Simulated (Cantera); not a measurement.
A closed system holds: 1 mol B₂H₆, 0.79 mol H₂O, 0.13 mol H₂, held at 1200 K and 10.0 mbar.

Cantera equilibrium calculation (NASA polynomials, part measured and part estimated; ideal gas, pure solids and liquids). Candidate condensed phases: B, B₂O₃, B₃O₃H₃, H₂O; 23 gas species. The feed counts by its element totals alone. Mutual solubility and eutectic melting of coexisting phases are not modelled. Rates play no part.

Base state: H₂ 0.999, B₃O₃H₃ 0.000684, HBO 0.000591 (mole fractions); condensed: B(s) + B₂O₃(l).

Task: What changes in the equilibrium state with this change: H₂O from 0.79 to 3.5 mol?

Result: 
```tsv
species	before	after
H₂	0.999	0.924
H₂O	5.53e-7	0.0742
HBO₂	6.19e-6	0.00226
B₃O₃H₃	0.000684	<1e-9
(HBO₂)₃	<1e-9	2.36e-5
HBO	0.000591	1.49e-6
B(s), mol	1.47	0
B₂O₃(l), mol	0.260	0.992
```
Gases not in the tables: H₃BO₃.
